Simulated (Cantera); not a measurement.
Gas-phase reforming

An isothermal, constant-pressure homogeneous reactor starts with CH4 : H2O = 1 : 0.59 (molar parts), at 2125 K and 0.350 bar.

Computed with Cantera and GRI-Mech 3.0 (53 species, 325 reactions). GRI-Mech 3.0 stops at C3 and has no aromatics, soot or wall deposition, so with more carbon than oxygen in the feed, carbon stays in small species such as C2H2 where larger ones or solid carbon would form.

| t (s) | x CH4 | x H2O | x H2 | x HO2 | x CH3 |
|---|---|---|---|---|---|
| 1.00e-6 | 0.626 | 0.371 | 0.00112 | <1e-12 | 0.00228 |
| 3.32e-6 | 0.618 | 0.370 | 0.00409 | 1.17e-12 | 0.00758 |
| 1.10e-5 | 0.585 | 0.365 | 0.0220 | 1.19e-11 | 0.0226 |
| 3.67e-5 | 0.373 | 0.324 | 0.193 | 7.18e-11 | 0.0353 |
| 0.000122 | 0.129 | 0.252 | 0.451 | 7.30e-11 | 0.0145 |
| 0.000405 | 0.0398 | 0.215 | 0.552 | 7.21e-11 | 0.00507 |
| 0.00135 | 0.0150 | 0.173 | 0.604 | 6.01e-11 | 0.00214 |
| 0.00447 | 0.0102 | 0.104 | 0.660 | 2.15e-11 | 0.00142 |
| 0.0149 | 0.00557 | 0.0358 | 0.714 | 2.50e-12 | 0.000761 |
| 0.0494 | 0.00178 | 0.00332 | 0.741 | <1e-12 | 0.000245 |
| 0.164 | 0.000443 | 4.01e-6 | 0.745 | <1e-12 | 6.12e-5 |
| 0.545 | 0.000430 | 4.88e-7 | 0.745 | <1e-12 | 5.95e-5 |
| 1.81 | 0.000430 | 4.88e-7 | 0.745 | <1e-12 | 5.95e-5 |
| 6.02 | 0.000430 | 4.88e-7 | 0.745 | <1e-12 | 5.95e-5 |
| 20.0 | 0.000430 | 4.88e-7 | 0.745 | <1e-12 | 5.95e-5 |
x: mole fraction; the columns are a selection and need not sum to one.

Equilibrium at this temperature and pressure: CH4 0.000431, H2O 4.89e-7, H2 0.745, HO2 <1e-12, CH3 5.96e-5 (gas phase only).
